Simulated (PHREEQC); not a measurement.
0.9 g of hydrous ferric oxide (600 m²/g; 0.2 weak and 0.005 strong sites per Fe, Dzombak-Morel constants, diffuse double layer) in 1 kg of water with 0.3 mol/kgw of an inert sodium salt and 0.00017 mol Na2HAsO4 and 0.00055 mol Na2SeO4, at 25 °C; the pH is set by adding NaOH or the inert anion's acid. Oxygen is held at 0.21 atm. CO2 from the air is kept out. Precipitation was switched off in this run.

The numbers come from PHREEQC with the ion-association model, wateq4f.dat.

| pH | As sorbed (%) | Se sorbed (%) | surface charge σ (C/m²) |
|---|---|---|---|
| 3 | 100.0 | 67.6 | 0.205 |
| 3.75 | 100.0 | 66.0 | ? |
| 4.12 | 100.0 | 63.8 | 0.193 |
| 4.88 | 100.0 | 54.9 | 0.169 |
| 5.25 | 100.0 | 47.4 | ? |
| 6 | 100.0 | 25.4 | 0.107 |
| 6.75 | 100.0 | 5.7 | 0.057 |
| 7.12 | 100.0 | 1.9 | 0.034 |
| 7.88 | 99.9 | 0.1 | -0.011 |
| 8.25 | ? | 0.0 | -0.032 |
| 9 | 98.4 | 0.0 | -0.082 |

**Question.** What belongs in the gaps?

**Answer.** 
- 3.75, surface charge σ (C/m²): 0.199
- 5.25, surface charge σ (C/m²): 0.151
- 8.25, As sorbed (%): 99.7

Species that the database lacks are ignored. The oxide is taken as insoluble; below pH 4 it would dissolve.
